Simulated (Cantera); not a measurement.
Input (Python, Cantera):

```python
import numpy as np
import cantera as ct

gas = ct.Solution("gri30.yaml")
gas.TPX = 1375, 5100, {'N2O': 1, 'H2': 0.034, 'N2': 5.4}
inlet = ct.Reservoir(gas, clone=True)

reactor = ct.IdealGasConstPressureReactor(gas, energy="off", clone=False)
exhaust = ct.Reservoir(gas, clone=True)
tau = [0.68, 0.28, 0.12, 0.05, 0.021, 0.0087, 0.0036, 0.0015, 0.00063, 0.00026, 0.00011][0]
for a, b in ((inlet, reactor), (reactor, exhaust)):
    ct.MassFlowController(a, b, mdot=lambda t: reactor.mass / tau)
net = ct.ReactorNet([reactor])
show = ['N2O', 'H2', 'HO2', 'OH', 'O', 'O2']

rows = []
print(f"{'tau/s':>10s}{'T/K':>9s}" + "".join(f"{s:>11s}" for s in show))
for tau in [0.68, 0.28, 0.12, 0.05, 0.021, 0.0087, 0.0036, 0.0015, 0.00063, 0.00026, 0.00011]:
    net.initial_time = 0.0
    net.advance(30 * tau)
    before = gas.X
    net.advance(40 * tau)
    drift = np.max(np.abs(gas.X - before) / (gas.X + 1e-9))
    rows.append([gas.T, *gas[show].X, drift])
    print(f"{tau:10.3e}{gas.T:9.1f}" + "".join(f"{x:11.3e}" for x in gas[show].X))
```

Output:

```
     tau/s      T/K        N2O         H2        HO2         OH          O         O2
 6.800e-01   1375.0  1.057e-01  9.438e-05  3.167e-07  4.722e-05  1.727e-05  1.731e-02
 2.800e-01   1375.0  1.281e-01  2.059e-04  7.113e-07  5.247e-05  1.725e-05  8.630e-03
 1.200e-01   1375.0  1.401e-01  4.158e-04  1.367e-06  5.921e-05  1.689e-05  4.027e-03
 5.000e-02   1375.0  1.464e-01  8.213e-04  2.141e-06  6.717e-05  1.599e-05  1.718e-03
 2.100e-02   1375.0  1.498e-01  1.536e-03  2.533e-06  7.291e-05  1.443e-05  6.884e-04
 8.700e-03   1375.0  1.521e-01  2.700e-03  2.402e-06  6.949e-05  1.211e-05  2.445e-04
 3.600e-03   1375.0  1.539e-01  4.057e-03  1.945e-06  5.271e-05  9.623e-06  7.796e-05
 1.500e-03   1375.0  1.549e-01  4.909e-03  1.226e-06  3.109e-05  7.880e-06  2.466e-05
 6.300e-04   1375.0  1.553e-01  5.202e-03  4.303e-07  1.426e-05  6.621e-06  8.113e-06
 2.600e-04   1375.0  1.554e-01  5.271e-03  7.410e-08  4.834e-06  4.952e-06  2.424e-06
 1.100e-04   1375.0  1.554e-01  5.282e-03  8.785e-09  1.297e-06  3.117e-06  6.392e-07
```

Computed with Cantera and GRI-Mech 3.0 (53 species, 325 reactions). GRI-Mech 3.0 was tuned for natural gas; its chemistry of N2O as a main component is partial and can be far from experiment. The mechanism lacks the step 2 NO + O2 → 2 NO2, which can matter for NO2 below about 1400 K. The temperature is held fixed by assumption; the heat of reaction is taken as removed at once.
